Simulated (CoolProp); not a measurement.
Model: reference Helmholtz-energy equation of state, Gao 2020, in CoolProp.

Problem. Give the vapour pressure (MPa), liquid density (kg/m³), vapour Z, liquid viscosity (µPa s) of saturated ammonia at 49.85, 100.15 °C.

Solution. 
| T (°C) | p (MPa) | liquid density (kg/m³) | vapour Z | liquid viscosity (µPa s) |
|---|---|---|---|---|
| 49.85 | 2.03 | 563 | 0.817 | 104 |
| 100.15 | 6.27 | 456 | 0.611 | 63.2 |

Viscosity comes from a separate model (Fenghour 1995).
